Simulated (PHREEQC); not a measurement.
0.069 g of hydrous ferric oxide (600 m²/g; 0.2 weak and 0.005 strong sites per Fe, Dzombak-Morel constants, diffuse double layer) in 1 kg of water with 0.05 mol/kgw of an inert sodium salt and 0.046 mmol/kgw PbCl2 and 0.0098 mmol/kgw Na2SO4, at 25 °C; the pH is set by adding NaOH or the inert anion's acid. Oxygen is held at 0.21 atm. The system is closed to CO2. Precipitation was switched off in this run.

Equilibrium calculation in PHREEQC: ion-association model, wateq4f.dat.

```json
[
 {"pH": "4", "Pb sorbed (%)": "6.7", "S sorbed (%)": "97.1", "surface charge σ (C/m²)": "0.261", "surface potential ψ (mV)": "154"},
 {"pH": "4.5", "Pb sorbed (%)": "8.6", "S sorbed (%)": "94.4", "surface charge σ (C/m²)": "0.213", "surface potential ψ (mV)": "143"},
 {"pH": "5", "Pb sorbed (%)": "11.7", "S sorbed (%)": "86.7", "surface charge σ (C/m²)": "0.164", "surface potential ψ (mV)": "130"},
 {"pH": "5.5", "Pb sorbed (%)": "27.1", "S sorbed (%)": "69.6", "surface charge σ (C/m²)": "0.124", "surface potential ψ (mV)": "116"},
 {"pH": "6", "Pb sorbed (%)": "61.2", "S sorbed (%)": "48.5", "surface charge σ (C/m²)": "0.099", "surface potential ψ (mV)": "105"},
 {"pH": "6.5", "Pb sorbed (%)": "87.1", "S sorbed (%)": "28.5", "surface charge σ (C/m²)": "0.081", "surface potential ψ (mV)": "95"},
 {"pH": "7", "Pb sorbed (%)": "96.9", "S sorbed (%)": "11.0", "surface charge σ (C/m²)": "0.061", "surface potential ψ (mV)": "81"},
 {"pH": "7.5", "Pb sorbed (%)": "99.4", "S sorbed (%)": "2.5", "surface charge σ (C/m²)": "0.040", "surface potential ψ (mV)": "62"},
 {"pH": "8", "Pb sorbed (%)": "99.9", "S sorbed (%)": "0.4", "surface charge σ (C/m²)": "0.022", "surface potential ψ (mV)": "40"},
 {"pH": "8.5", "Pb sorbed (%)": "100.0", "S sorbed (%)": "0.1", "surface charge σ (C/m²)": "0.008", "surface potential ψ (mV)": "15"},
 {"pH": "9", "Pb sorbed (%)": "100.0", "S sorbed (%)": "0.0", "surface charge σ (C/m²)": "-0.005", "surface potential ψ (mV)": "-10"},
 {"pH": "9.5", "Pb sorbed (%)": "100.0", "S sorbed (%)": "0.0", "surface charge σ (C/m²)": "-0.019", "surface potential ψ (mV)": "-34"},
 {"pH": "10", "Pb sorbed (%)": "100.0", "S sorbed (%)": "0.0", "surface charge σ (C/m²)": "-0.036", "surface potential ψ (mV)": "-57"},
 {"pH": "10.5", "Pb sorbed (%)": "100.0", "S sorbed (%)": "0.0", "surface charge σ (C/m²)": "-0.058", "surface potential ψ (mV)": "-79"},
 {"pH": "11", "Pb sorbed (%)": "99.9", "S sorbed (%)": "0.0", "surface charge σ (C/m²)": "-0.085", "surface potential ψ (mV)": "-96"},
 {"pH": "11.5", "Pb sorbed (%)": "99.1", "S sorbed (%)": "0.0", "surface charge σ (C/m²)": "-0.115", "surface potential ψ (mV)": "-110"},
 {"pH": "12", "Pb sorbed (%)": "84.5", "S sorbed (%)": "0.0", "surface charge σ (C/m²)": "-0.162", "surface potential ψ (mV)": "-124"}
]
```

Along this series the solution becomes supersaturated in solids that the run did not let form, among them Pb(OH)2.
